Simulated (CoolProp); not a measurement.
The numbers come from the reference Helmholtz-energy equation of state, Schroeder 2014 in CoolProp.

Question: For ethanol, give the phase and the cv (kJ/(kg K)), Joule-Thomson coefficient (K/MPa), conductivity (mW/(m K)), Prandtl number at 32.15 °C and 0.101 MPa; 151.55 °C and 0.101 MPa.

Answer: 
- 32.15 °C and 0.101 MPa: liquid; cv 2.09, Joule-Thomson coefficient -0.340, conductivity 162, Prandtl number 14.5
- 151.55 °C and 0.101 MPa: gas; cv 1.69, Joule-Thomson coefficient 25.0, conductivity 28.9, Prandtl number 0.824

Viscosity comes from a separate model (Kiselev 2005). Thermal conductivity comes from a separate model (Assael 2013).
